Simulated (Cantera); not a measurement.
Input: 1 mol TiO2, a varied amount of C, 1.4 mol CO, 1.9 mol CH4, equilibrated at 1625 °C and 8.30 bar.

These are equilibrium values from Cantera (NASA tables, ideal gas, pure condensed phases), not measurements of a reactor. Candidate condensed phases: C, C6H6, C7H8, C8H18, H2O, Ti, TiC, TiO, TiO2, Ti2O3, Ti3O5, Ti4O7; 113 gas species. Mutual solubility and eutectic melting of coexisting phases are not modelled. TiC: taken at fixed stoichiometry. Rates play no part.

At 0.51 mol C, list the 4 most abundant gas species with their mole fractions, and the condensed phases.

H2 0.554, CO 0.444, H2O 0.000970, CH4 0.000544. Condensed: TiC(s) + Ti2O3(s).
